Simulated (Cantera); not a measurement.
A perfectly stirred reactor is fed with 25.4 % H2, 15.7 % O2, 58.9 % N2, at 62000 Pa; it is adiabatic with a 475 K inlet, and is followed from long to short residence time, starting on the burning branch (τ in s: 0.066, 0.033, 0.017, 0.0083, 0.0042, 0.0021, 0.0011, 0.00053, 0.00027, 0.00013, 6.8e-05).

Cantera simulation using the H2/O2 subset of GRI-Mech 3.0, which has no nitrogen chemistry; the numbers are that mechanism's predictions, not measurements.

One state of this run: T (K) = 2179; x H2 = 0.0119; x O2 = 0.0354; x O = 0.00363; x OH = 0.0136; x HO2 = 4.37e-6. x: mole fraction; the columns are a selection and need not sum to one.

Question: Which value of τ (s) does it belong to?
A. 6.8e-5
B. 0.0042
C. 0.033
D. 0.066

Answer: B, 0.0042
